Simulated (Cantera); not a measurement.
Input: 1 mol C, 0.65 mol CO2, equilibrated at 13.3 mbar.

Method: chemical equilibrium by Gibbs-energy minimisation in Cantera with the NASA 1993 tables (ideal gas, pure condensed phases). Candidate condensed phases: C; 12 gas species. Rates play no part.

x: gas mole fraction; n: condensed amount in mol.

```
T (°C)   x CO      x C3       x C      x C2  x CO2  n C(graphite)
------  -----  --------  --------  --------  -----  -------------
825     0.999    <1e-12    <1e-12    <1e-12    ___          0.352
975     1.000    <1e-12    <1e-12    <1e-12    ___          0.350
1125    1.000    <1e-12    <1e-12    <1e-12    ___          0.350
1275    1.000    <1e-12    <1e-12    <1e-12    ___          0.350
1425    1.000    <1e-12  1.06e-12    <1e-12    ___          0.350
1575    1.000  3.58e-11  6.58e-11  2.97e-12    ___          0.350
1725     1.00   1.98e-9   2.19e-9  1.67e-10    ___          0.350
1875     1.00   6.16e-8   4.44e-8   5.33e-9    ___          0.350
2025    1.000   1.21e-6   6.07e-7   1.07e-7    ___          0.350
2175    1.000   1.63e-5   6.01e-6   1.49e-6    ___          0.350
2325    1.000  0.000161   4.56e-5   1.52e-5    ___          0.349
2475    0.998   0.00123  0.000277  0.000119    ___          0.344
2625    0.990   0.00758   0.00139  0.000755    ___          0.316
2775    0.950    0.0387   0.00596   0.00397    ___          0.166
```

Question: Some entries are withheld; supply them.

Answer: 
- 825, x CO2: 0.00121
- 975, x CO2: 0.000132
- 1125, x CO2: 2.33e-5
- 1275, x CO2: 5.87e-6
- 1425, x CO2: 1.91e-6
- 1575, x CO2: 7.52e-7
- 1725, x CO2: 3.44e-7
- 1875, x CO2: 1.77e-7
- 2025, x CO2: 1.00e-7
- 2175, x CO2: 6.11e-8
- 2325, x CO2: 3.97e-8
- 2475, x CO2: 2.71e-8
- 2625, x CO2: 1.91e-8
- 2775, x CO2: 1.31e-8
